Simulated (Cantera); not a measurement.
Cr2O3 + H2 + N2 (hydrogen reduction and annealing atmospheres)

A closed system holds: 1 mol Cr2O3, 1400 mol H2, 1.7 mol N2, at 94.0 Pa.

Cantera equilibrium calculation (NASA polynomials, part measured and part estimated; ideal gas, pure solids and liquids). Candidate condensed phases: Cr, CrN, Cr2N, Cr2O3, H2O; 29 gas species. Mutual solubility and eutectic melting of coexisting phases are not modelled. Equilibrium is a limit: real reactors are often held back by kinetics, nucleation or transport.

From 1100 °C to 1250 °C the condensed part is Cr(s) + Cr2O3(s). From 1325 °C to 2000 °C nothing is condensed. The main Cr-bearing gas is Cr throughout.

```csv
T (°C),x H2,x H,x H2O,x Cr,x N2,x OH,x O,n Cr(s),n Cr2O3(s)
1100,0.998,0.000109,0.000494,3.41e-5,0.00121,9.59e-10,<1e-12,0.414,0.769
1175,0.997,0.000300,0.000866,0.000197,0.00121,6.21e-9,1.66e-12,0.533,0.595
1250,0.996,0.000752,0.00143,0.000953,0.00121,3.34e-8,2.17e-11,0.00395,0.329
1325,0.994,0.00173,0.00213,0.00142,0.00121,1.45e-7,2.10e-10,0,0
1400,0.992,0.00370,0.00213,0.00142,0.00121,3.83e-7,1.15e-9,0,0
1475,0.988,0.00741,0.00213,0.00142,0.00121,9.30e-7,5.49e-9,0,0
1550,0.981,0.0140,0.00212,0.00141,0.00120,2.10e-6,2.31e-8,0,0
1625,0.970,0.0251,0.00210,0.00141,0.00120,4.46e-6,8.67e-8,0,0
1700,0.952,0.0429,0.00208,0.00139,0.00119,8.90e-6,2.96e-7,0,0
1775,0.925,0.0703,0.00204,0.00137,0.00117,1.69e-5,9.26e-7,0,0
1850,0.885,0.110,0.00198,0.00134,0.00114,3.05e-5,2.69e-6,0,0
1925,0.830,0.165,0.00190,0.00130,0.00111,5.26e-5,7.32e-6,0,0
2000,0.757,0.238,0.00177,0.00125,0.00107,8.67e-5,1.87e-5,0,0
```
x: gas mole fraction; n: condensed amount in mol.
